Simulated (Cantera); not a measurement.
## Stirred combustor or abatement burner

A perfectly stirred reactor is fed with 5.91 % CH4, 4.20 % C2H6, 18.9 % O2, 71.0 % N2, equivalence ratio 1.4, at 9.87 atm; it is adiabatic with a 450 K inlet, and is followed from long to short residence time, starting on the burning branch (τ in s: 0.15, 0.071, 0.034, 0.016, 0.0079, 0.0038, 0.0019, 0.00089, 0.00043, 0.00021, 0.0001, 4.8e-05).

Detailed kinetics in Cantera: GRI-Mech 3.0 (53 species, 325 reactions).

```tsv
τ (s)	T (K)	x CH4	x C2H6	x O2	x OH	x NO	x H	x C2H
0.15	2120	0.000121	8.57e-8	2.20e-5	0.000110	4.10e-5	0.000303	3.29e-9
0.071	2120	0.000230	1.87e-7	4.44e-5	0.000115	5.27e-5	0.000313	7.79e-9
0.034	2121	0.000418	4.09e-7	8.89e-5	0.000121	6.42e-5	0.000324	1.87e-8
0.016	2121	0.000727	9.24e-7	0.000180	0.000129	7.26e-5	0.000338	4.52e-8
0.0079	2122	0.00114	1.98e-6	0.000342	0.000141	7.47e-5	0.000357	9.69e-8
0.0038	2121	0.00166	4.27e-6	0.000651	0.000159	7.08e-5	0.000384	1.93e-7
0.0019	2118	0.00221	8.66e-6	0.00117	0.000183	6.34e-5	0.000420	3.35e-7
0.00089	2110	0.00284	1.85e-5	0.00216	0.000218	5.31e-5	0.000474	5.50e-7
0.00043	2092	0.00348	3.86e-5	0.00382	0.000259	4.14e-5	0.000539	8.02e-7
0.00021	2060	0.00432	8.44e-5	0.00679	0.000296	2.75e-5	0.000600	1.04e-6
0.00010	1981	0.00623	0.000244	0.0141	0.000285	1.00e-5	0.000575	1.02e-6
4.8e-5	450	0.0591	0.0420	0.189	<1e-12	<1e-12	<1e-12	<1e-12
```
x: mole fraction; the columns are a selection and need not sum to one.
